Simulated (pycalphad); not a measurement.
An equivalent pycalphad script:

```python
from pycalphad import Database, equilibrium, calculate, variables as v
import numpy as np
db = Database('COST507.tdb')
comps = ['TI', 'HF', 'B', 'VA']
phases = ['B2M', 'B2TI', 'B4M3', 'B4TI3', 'BCC_A2', 'BETA_RHOMBO_B', 'BM', 'BTI', 'HCP_A3', 'LIQUID']
eq = equilibrium(db, comps, phases, {v.X('HF'): 0.0826, v.X('B'): 0.0068, v.T: np.arange(2850, 499, -100), v.P: 101325, v.N: 1}, output=['HM', 'SM'])
```

Computed with pycalphad from the COST 507 light-alloy database (1999), at 1 atm. The database dates from 1999; later assessments differ in places, in temperatures and in the compounds included. Phase fractions are per mole of atoms. Diffusion is slow at the low end, where real alloys seldom reach equilibrium.

Results at three of the temperatures:

```
T = 2450.00 K, P = 101325 Pa, N = 1 mol of atoms
G = -183323 J/mol, H = 93145 J/mol, S = 112.84 J/(mol K)  (SER reference)
chemical potentials (J/mol): Ti -175142, Hf -264038, B -298342
phase             fraction      x(Ti)      x(Hf)       x(B)
LIQUID              1.0000     0.9106     0.0826     0.0068
```

```
T = 1550.00 K, P = 101325 Pa, N = 1 mol of atoms
G = -92686 J/mol, H = 41573 J/mol, S = 86.62 J/(mol K)  (SER reference)
chemical potentials (J/mol): Ti -87532, Hf -141245, B -193017
phase             fraction      x(Ti)      x(Hf)       x(B)
BCC_A2              0.9899     0.9149     0.0834     0.0018
BM                  0.0101     0.4919     0.0081     0.5000
```

```
T = 1050.00 K, P = 101325 Pa, N = 1 mol of atoms
G = -52367 J/mol, H = 22115 J/mol, S = 70.93 J/(mol K)  (SER reference)
chemical potentials (J/mol): Ti -48852, Hf -80746, B -178257
phase             fraction      x(Ti)      x(Hf)       x(B)
HCP_A3              0.9887     0.9153     0.0835     0.0012
BM                  0.0113     0.4945     0.0055     0.5000
```

Changes of the phase set, refined by bisection:

```tsv
T (K)	phases above	phases below
1913.7	LIQUID	BCC_A2 + LIQUID
1816.0	BCC_A2 + LIQUID	BCC_A2 + BM
1103.3	BCC_A2 + BM	BCC_A2 + BM + HCP_A3
1095.2	BCC_A2 + BM + HCP_A3	BM + HCP_A3
```

Database names, with the compositions (at.%) that they take in these runs: BM: Ti 49 B 50 Hf 0. BCC_A2 is bcc; HCP_A3 is hcp.
